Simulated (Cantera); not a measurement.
# Thermodynamics of silicon nitride deposition, feed SiH2Cl2 + NH3 + H2

Input: 1 mol SiH2Cl2, 0.13 mol NH3, a varied amount of H2, at 0.0675 Torr.

Equilibrium computed with Cantera from the NASA thermochemical tables; the gas is ideal and each condensed phase is pure. Candidate condensed phases: NH4Cl, Si, Si3N4; 28 gas species. Mutual solubility and eutectic melting of coexisting phases are not modelled. The tables' values for SiCl3 are old estimates. Rates play no part.

Question: Map the stable condensed phases over T = 1273, 1298, 1323, 1348, 1373, 1398, 1423, 1448, 1473, 1498 K and n(H2) in mol = 0.49, 0.73, 1.1, 1.6, 2.4, 3.5, 5.2, 7.7, 11, 17.

Answer: 
```
T in K \ n(H2) in mol
         0.49 0.73  1.1  1.6  2.4  3.5  5.2  7.7   11   17
   1498     A    A    A    A    A    A    A    A    A    A
   1473     A    A    A    A    A    A    A    A    A    A
   1448     A    A    A    A    A    A    A    A    A    A
   1423     A    A    A    A    A    A    A    A    A    A
   1398     A    A    A    A    A    A    A    A    A    A
   1373     A    A    A    A    A    A    A    A    A    A
   1348     B    B    B    A    A    A    A    A    A    A
   1323     B    B    B    B    B    B    A    A    A    A
   1298     B    B    B    B    B    B    B    B    A    A
   1273     B    B    B    B    B    B    B    B    B    B
```
A: Si; B: Si + Si3N4.
